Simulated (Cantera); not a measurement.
What does this Cantera script print?

```python
import numpy as np
import cantera as ct

gas_names = """
    C CN CO CO2 C2 CCN CNC C2N2 C2O C3 C3O2 C4 C4N2 C5 Cu CuO Cu2 N NCO NO NO2 NO3 N2 N2O O O2 O3
""".split()
cond_names = """
    C(gr) Cu(cr) Cu(L) CuO(s) Cu2O(s) Cu2O(L)
""".split()


# ... load() reads the species with a 1 bar reference pressure and builds the phases ...
atoms = {
    'CuO': {'Cu': 1, 'O': 1},
    'CO': {'C': 1, 'O': 1},
    'N2': {'N': 2},
}
top_T = {'C(gr)': 4500, 'CuO(s)': 1390}  # K; cautious upper limits of use, not melting points


# ... equilibrate(T, P, feed) seeds the gas with the atoms and calls Mixture.equilibrate('TP', solver="vcs", rtol=1e-11, max_steps=5000) ...
results = []
T = 2673  # K
P = 13000  # Pa
for m in [1.6, 1.9, 2.4, 2.9, 3.5, 4.3, 5.2, 6.3, 7.7, 9.4, 12, 14, 17]:
    feed = {'CuO': 1, 'CO': m, 'N2': 0.61}  # mol
    mix = equilibrate(T, P, feed)
    results.append((T, P, feed, dict(zip(mix.species_names, mix.species_moles))))

top = {s: max(r[3][s] / sum(r[3][g] for g in gas_names) for r in results) for s in gas_names}
cols = sorted((s for s in top if top[s] > 1e-06), key=lambda s: -top[s])[:8]
seen = [c for c in cond_names if any(r[3].get(c, 0) > 1e-12 for r in results)]
print("log10 of partial pressures in bar; condensed amounts in mol")
print(f"{'n(CO)':>10s}" + "".join(f"{s[:9]:>10s}" for s in cols + seen))
for T, P, feed, n in results:
    ng = sum(n[g] for g in gas_names)
    print(f"{feed['CO']:10.4g}" + "".join(f"{np.log10(max(n[s] / ng * P / 1e5, 1e-99)):10.3f}" for s in cols)
          + "".join(f"{n.get(c, 0):10.4g}" for c in seen))
```

It prints:

```
log10 of partial pressures in bar; condensed amounts in mol
     n(CO)        CO        Cu       CO2        N2        O2         O        NO       CuO
       1.6    -1.458    -1.419    -1.576    -1.638    -2.359    -2.672    -3.123    -3.787
       1.9    -1.388    -1.452    -1.575    -1.670    -2.497    -2.741    -3.208    -3.889
       2.4    -1.301    -1.504    -1.592    -1.721    -2.706    -2.845    -3.338    -4.045
       2.9    -1.238    -1.551    -1.619    -1.768    -2.885    -2.935    -3.451    -4.182
       3.5    -1.183    -1.603    -1.656    -1.819    -3.069    -3.027    -3.569    -4.325
       4.3    -1.131    -1.664    -1.705    -1.880    -3.271    -3.128    -3.700    -4.487
       5.2    -1.091    -1.724    -1.758    -1.940    -3.456    -3.221    -3.823    -4.640
       6.3    -1.057    -1.788    -1.816    -2.004    -3.642    -3.313    -3.947    -4.797
       7.7    -1.027    -1.858    -1.882    -2.074    -3.833    -3.409    -4.078    -4.962
       9.4    -1.003    -1.930    -1.951    -2.146    -4.021    -3.503    -4.208    -5.128
        12    -0.978    -2.022    -2.040    -2.237    -4.247    -3.616    -4.367    -5.333
        14    -0.965    -2.081    -2.098    -2.296    -4.389    -3.687    -4.467    -5.463
        17    -0.951    -2.157    -2.172    -2.372    -4.565    -3.775    -4.593    -5.628
```

These are equilibrium values from Cantera (NASA tables, ideal gas, pure condensed phases), not measurements of a reactor.
